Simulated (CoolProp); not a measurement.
Vapour-liquid equilibrium of ethane (1) + propane (2) at 207.8 K; x and y are mole fractions of (1).

Values from CoolProp's multi-fluid Helmholtz-energy mixture model, Bücker 2006 and Lemmon 2009; pair parameters Kunz 2012.

Q: Give the bubble pressure and the first vapour's composition at x = 0.15, 0.55, 0.65. Is there an azeotrope?

A: x = 0.15: 0.06977 MPa, y = 0.603; x = 0.55: 0.1740 MPa, y = 0.912; x = 0.65: 0.2020 MPa, y = 0.941. No azeotrope shows between x = 0.05 and 0.95.

Pair parameters are fitted to limited data, so mixtures are less certain than the pure fluids.
